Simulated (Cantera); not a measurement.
An isothermal, constant-pressure homogeneous reactor starts with CO : O2 : H2O : N2 = 0.0072 : 0.0043 : 0.011 : 1 (molar parts), equivalence ratio 0.84, at 1250 K and 0.132 atm. Integrator tolerance rtol = 1e-08.

Computed with Cantera and GRI-Mech 3.0 (53 species, 325 reactions).

**Question.** What does this change do: temperature 1250 to 1500 K?

**Answer.** 
```
quantity                                             before                                      after
----------------  -----------------------------------------  -----------------------------------------
x(CO) at 70.0 s     1.49e-7 (gas-phase equilibrium 4.04e-8)    3.97e-6 (gas-phase equilibrium 3.74e-6)
x(O2) at 70.0 s   0.000686 (gas-phase equilibrium 0.000678)  0.000686 (gas-phase equilibrium 0.000649)
x(H2O) at 70.0 s      0.0108 (gas-phase equilibrium 0.0108)      0.0108 (gas-phase equilibrium 0.0108)
x(NO) at 70.0 s     1.08e-6 (gas-phase equilibrium 1.80e-5)    3.45e-6 (gas-phase equilibrium 7.63e-5)
x(NO2) at 70.0 s   4.08e-10 (gas-phase equilibrium 4.99e-9)   3.86e-10 (gas-phase equilibrium 8.27e-9)
```
